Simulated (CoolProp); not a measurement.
The fluid at 293.15 K and 0.33 MPa flows at 0.38 m/s in a round tube of 50 mm bore and 45 µm roughness, fully developed (64/Re and Nu = 3.66 if laminar; Colebrook and Gnielinski if turbulent). The same conditions are run with several fluids, on thermodynamics alone (safety and materials aside).

Model: reference Helmholtz-energy equation of state of each fluid (methanol: de Reuck 1993; n-pentane: Thol 2019; ethanol: Schroeder 2014; R11: Jacobsen 1992; n-hexane: Thol 2019), in CoolProp.

Task: Rank methanol, n-pentane, ethanol, R11, n-hexane by Reynolds number, highest first.

Result: n-pentane (62700), R11 (61900), n-hexane (39900), methanol (25600), ethanol (12500)

```
fluid      Darcy friction factor  pressure drop (Pa/m)  heat-transfer coefficient (W/(m² K))  mass flow (kg/h)
---------  ---------------------  --------------------  ------------------------------------  ----------------
methanol                  0.0265                  30.2                                   794              2130
n-pentane                 0.0230                  20.8                                   780              1680
ethanol                   0.0306                  34.9                                   461              2120
R11                       0.0231                  49.6                                   643              4000
n-hexane                  0.0246                  23.4                                   657              1770
```

Transport values come from each fluid's own correlations; those of n-pentane, R11 are estimates that may be off by 10 % or more.
